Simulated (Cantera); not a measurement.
Predominance diagram of Ta at 777 °C against the partial pressures of O2 and CO (log10, bar). Standard-state values (1 bar) from the NASA 1993 polynomials, evaluated with Cantera. Candidates: Ta(s), TaC(s), Ta2O5(s). Only these pure phases compete in this equilibrium. TaC: taken at fixed stoichiometry. Not in the tables: Ta2C.

Problem. Which phase is stable at these pairs, and which metal-bearing vapour leads over it? (-34.4, -10.6); (-36.6, -8.3); (-10.1, -8.3); (-14.5, -7.1); (-41, -13); (-21.1, -3.5); (-23.3, -9.5)

Solution. 
```
log p(O2)  log p(CO)     phase  chief vapour  log p (bar)
---------  ---------  --------  ------------  -----------
-34.4          -10.6    TaC(s)           TaO        -25.4
-36.6           -8.3    TaC(s)           TaO        -29.9
-10.1           -8.3  Ta2O5(s)          TaO2        -25.4
-14.5           -7.1  Ta2O5(s)          TaO2        -24.3
-41              -13    TaC(s)           TaO        -29.6
-21.1           -3.5  Ta2O5(s)          TaO2        -22.6
-23.3           -9.5  Ta2O5(s)          TaO2        -22.1
```
